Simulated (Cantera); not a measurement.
Input (Python, Cantera) and output of one run.

```python
import numpy as np
import cantera as ct

gas_names = [...]  # 114 gases of nasa_gas.yaml made of C, Fe, H, O
cond_names = """
    C(gr) C6H6(L) C7H8(L) C8H18(L),n-octa Fe(a) Fe(c) Fe(d) Fe(L) FeC5O5(L) FeO(s) FeO(L) Fe(OH)2(s)
    Fe(OH)3(s) Fe2O3(s) Fe3O4(s) H2O(s) H2O(L)
""".split()


# ... load() reads the species with a 1 bar reference pressure and builds the phases ...
atoms = {
    'Fe': {'Fe': 1},
    'CO': {'C': 1, 'O': 1},
    'H2': {'H': 2},
    'O2': {'O': 2},
}
top_T = {'C(gr)': 4500, 'Fe2O3(s)': 1830, 'Fe3O4(s)': 1870}  # K; cautious upper limits of use, not melting points


# ... equilibrate(T, P, feed) seeds the gas with the atoms and calls Mixture.equilibrate('TP', solver="vcs", rtol=1e-11, max_steps=5000) ...
results = []
feed = {'Fe': 1, 'CO': 5.6, 'H2': 110, 'O2': 0.1}  # mol
P = 1000  # Pa
for T in [725, 825, 925, 1025, 1125, 1225, 1325, 1425, 1525, 1625, 1725]:
    mix = equilibrate(T, P, feed)
    results.append((T, P, feed, dict(zip(mix.species_names, mix.species_moles))))
    x = sorted(zip(gas.X, gas.species_names), reverse=True)
    print(f"T = {T:g} K  P = {P:g} Pa  gas = {mix.phase_moles(0):.4g} mol")
    print("   x: " + "  ".join(f"{s} {v:.3e}" for v, s in x if v > 0.001))
    print("   condensed (mol): " + ("  ".join(f"{mix.phase(i).name} {mix.phase_moles(i):.4g}"
          for i in range(1, mix.n_phases) if mix.phase_moles(i) > 1e-12) or "none"))
```

It prints:

```
T = 725 K  P = 1000 Pa  gas = 108.3 mol
   x: H2 9.164e-01  CH4 3.379e-02  H2O 3.191e-02  CO 1.421e-02  CO2 3.724e-03
   condensed (mol): Fe(a) 1
T = 825 K  P = 1000 Pa  gas = 114.2 mol
   x: H2 9.443e-01  CO 4.195e-02  H2O 6.703e-03  CH4 6.015e-03  CO2 1.063e-03
   condensed (mol): Fe(a) 1
T = 925 K  P = 1000 Pa  gas = 115.5 mol
   x: H2 9.493e-01  CO 4.765e-02  H2O 2.153e-03
   condensed (mol): Fe(a) 1
T = 1025 K  P = 1000 Pa  gas = 115.6 mol
   x: H2 9.499e-01  CO 4.829e-02  H2O 1.669e-03
   condensed (mol): Fe(a) 1
T = 1125 K  P = 1000 Pa  gas = 115.6 mol
   x: H2 9.499e-01  CO 4.836e-02  H2O 1.658e-03
   condensed (mol): Fe(a) 1
T = 1225 K  P = 1000 Pa  gas = 115.6 mol
   x: H2 9.499e-01  CO 4.838e-02  H2O 1.673e-03
   condensed (mol): Fe(c) 1
T = 1325 K  P = 1000 Pa  gas = 115.6 mol
   x: H2 9.499e-01  CO 4.840e-02  H2O 1.684e-03
   condensed (mol): Fe(c) 1
T = 1425 K  P = 1000 Pa  gas = 115.6 mol
   x: H2 9.498e-01  CO 4.840e-02  H2O 1.692e-03
   condensed (mol): Fe(c) 0.9997
T = 1525 K  P = 1000 Pa  gas = 115.6 mol
   x: H2 9.496e-01  CO 4.840e-02  H2O 1.698e-03
   condensed (mol): Fe(c) 0.9971
T = 1625 K  P = 1000 Pa  gas = 115.7 mol
   x: H2 9.490e-01  CO 4.839e-02  H2O 1.701e-03
   condensed (mol): Fe(c) 0.98
T = 1725 K  P = 1000 Pa  gas = 115.8 mol
   x: H2 9.472e-01  CO 4.833e-02  H 1.808e-03  H2O 1.702e-03
   condensed (mol): Fe(d) 0.8909
```

Cantera equilibrium calculation (NASA polynomials, part measured and part estimated; ideal gas, pure solids and liquids).
